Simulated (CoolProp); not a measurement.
Vapour-liquid equilibrium of isobutane (1) + isobutene (2) at 313.7 K; x and y are mole fractions of (1).

The numbers come from the multi-fluid Helmholtz-energy mixture model, Bücker 2006 and Lemmon 2005; pair parameters Bell 2016 in CoolProp.

Q: Give the bubble pressure and the first vapour's composition at x = 0.05, 0.425, 0.575. Is there an azeotrope?

A: x = 0.05: 0.4808 MPa, y = 0.058; x = 0.425: 0.5097 MPa, y = 0.452; x = 0.575: 0.5189 MPa, y = 0.599. No azeotrope shows between x = 0.05 and 0.95.

The pair parameters rest on a limited set of measurements; away from them the model extrapolates.
